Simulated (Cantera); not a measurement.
# Ammonia decomposition in nitride growth gas

A perfectly stirred reactor is fed with NH3 : H2 = 1 : 0.78 (molar parts), at 1.00 atm; it is held at 2098 K, and followed from long to short residence time.

Computed with Cantera and the gas-phase N/H chemistry of the illustrative SiF4/NH3 mechanism in the Surface Chemkin manual (1991). Walls and surfaces, which speed up NH3 decomposition in real reactors, are not modelled.

```csv
τ (s),x NH3,x H2,x N2H4,x H,x NH2,x N2
0.30,0.0249,0.802,5.18e-9,0.00165,0.000154,0.172
0.17,0.0405,0.791,1.03e-8,0.00141,0.000217,0.167
0.10,0.0634,0.776,1.93e-8,0.00121,0.000297,0.159
0.058,0.0984,0.752,3.54e-8,0.00102,0.000402,0.148
0.033,0.150,0.717,6.29e-8,0.000855,0.000535,0.132
0.019,0.214,0.673,1.03e-7,0.000716,0.000684,0.111
0.011,0.288,0.624,1.53e-7,0.000603,0.000834,0.0874
0.0064,0.360,0.574,2.07e-7,0.000517,0.000971,0.0641
0.0037,0.424,0.531,2.57e-7,0.000453,0.00108,0.0437
0.0021,0.474,0.497,2.98e-7,0.000408,0.00116,0.0276
0.0012,0.508,0.474,3.23e-7,0.000378,0.00121,0.0166
```
x: mole fraction; the columns are a selection and need not sum to one.
